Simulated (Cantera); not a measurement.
A closed system holds: 1 mol C₂H₅OH, 1.1 mol H₂, 0.79 mol O₂, equilibrated at 2900 K and 0.00133 bar.

Method: chemical equilibrium by Gibbs-energy minimisation in Cantera with the NASA 1993 tables (ideal gas, pure condensed phases). Candidate condensed phases: C, C₆H₆, C₇H₈, C₈H₁₈, H₂O; 110 gas species. Equilibrium is a limit: real reactors are often held back by kinetics, nucleation or transport.

Base state: H 0.699, CO 0.196, H₂ 0.0493, O 0.0485, OH 0.00551, H₂O 0.00127, CO₂ 0.000700, O₂ 0.000497 (mole fractions); condensed: gas only.

Question: What changes in the equilibrium state with this change: pressure from 0.00133 bar to 0.00160 bar?

Answer: 
```json
[
 {"species": "H", "before": "0.699", "after": "0.688"},
 {"species": "CO", "before": "0.196", "after": "0.197"},
 {"species": "H₂", "before": "0.0493", "after": "0.0574"},
 {"species": "O", "before": "0.0485", "after": "0.0474"},
 {"species": "H₂O", "before": "0.00127", "after": "0.00173"},
 {"species": "CO₂", "before": "0.000700", "after": "0.000829"}
]
```

Question: What changes in the equilibrium state with this change: temperature from 2900 K to 2323.15 K?

Answer: 
```json
[
 {"species": "H₂", "before": "0.0493", "after": "0.432"},
 {"species": "CO", "before": "0.196", "after": "0.286"},
 {"species": "H", "before": "0.699", "after": "0.196"},
 {"species": "H₂O", "before": "0.00127", "after": "0.0700"},
 {"species": "O", "before": "0.0485", "after": "0.00163"},
 {"species": "CO₂", "before": "0.000700", "after": "0.00816"},
 {"species": "O₂", "before": "0.000497", "after": "0.000110"},
 {"species": "OH", "before": "0.00551", "after": "0.00529"}
]
```

Question: What changes in the equilibrium state with this change: O₂ from 0.79 to 0.048 mol?

Answer: 
```tsv
species	before	after
H	0.699	0.776
CO	0.196	0.121
H₂	0.0493	0.0608
O	0.0485	4.64e-9
C₃	<1e-9	0.0247
C	1.51e-9	0.00970
OH	0.00551	<1e-9
```
